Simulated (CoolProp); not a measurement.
A single-stage vapour-compression cycle with the fluid: evaporating at 255.15 K (dew point), condensing at 325.15 K (bubble point), superheat 0 K, subcooling 5 K, compressor efficiency 0.8, no pressure losses. The same conditions are run with several fluids, on thermodynamics alone (safety and materials aside).

Values from CoolProp's reference Helmholtz-energy equation of state of each fluid (n-perfluorobutane: Gao 2022; R134a: Tillner-Roth 1994; R22: Kamei 1995; carbonyl sulfide: Lemmon 2006; R115: Lemmon 2016; R142b: Lemmon 2006).

| fluid | cooling COP | pressure ratio | discharge temperature (K) | refrigerating effect (kJ/kg) | volumetric capacity (kJ/m³) |
|---|---|---|---|---|---|
| n-perfluorobutane | 1.24 | 11.5 | 325.1 | (withheld) | (withheld) |
| R134a | 2.04 | 9.58 | (withheld) | 121 | (withheld) |
| R22 | 2.11 | 7.68 | 373.1 | 139 | 1610 |
| carbonyl sulfide | (withheld) | 6.48 | 400.3 | 198 | 2210 |
| R115 | 1.55 | 7.24 | 325.1 | 46.8 | 886 |
| R142b | 2.21 | 10.3 | 344.8 | (withheld) | 492 |

Problem. Fill in the missing entries.

Solution. 
- n-perfluorobutane, refrigerating effect (kJ/kg): 29.1
- n-perfluorobutane, volumetric capacity (kJ/m³): 171
- R134a, discharge temperature (K): 344.4
- R134a, volumetric capacity (kJ/m³): 889
- carbonyl sulfide, cooling COP: 2.18
- R142b, refrigerating effect (kJ/kg): 144

The compression ends wet for: n-perfluorobutane; R115.
